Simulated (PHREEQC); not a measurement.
Solution (85 °C): 0.078 mol NaNO3, 0.0024 mol Pb(NO3)2 and 0.00053 mol MgSO4 per kg of water. Closed to the air; pH follows from the charge balance.

The numbers come from PHREEQC with the ion-association model, phreeqc.dat.

Precipitation was switched off in this run.

Problem. What pH, specific conductance does the model give?

Solution. pH 5.45; specific conductance 22100 µS/cm.

Problem. In which forms is Pb present?

Solution. Pb+2 70 %, PbNO3+ 28 %, PbSO4 1.8 % of the Pb.

The solution is supersaturated, for example in Pb(OH)2, Anglesite, so a real one may precipitate; this is no full list. Constants without temperature data keep their 25 °C values here.
